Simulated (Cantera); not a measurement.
Charge: 1 mol Al, 1.7 mol Cl₂, 2.4 mol N₂, held at 75.0 Torr.

These are equilibrium values from Cantera (NASA tables, ideal gas, pure condensed phases), not measurements of a reactor. Candidate condensed phases: Al, AlCl₃, AlN; 11 gas species. Equilibrium is a limit: real reactors are often held back by kinetics, nucleation or transport.

**Question.** At 1350 K, list the 5 most abundant gas species with their mole fractions, and the condensed phases.

**Answer.** N₂ 0.662, AlCl₃ 0.276, Cl₂ 0.0485, Cl 0.0133, Al₂Cl₆ 2.27e-5. Condensed: gas only.
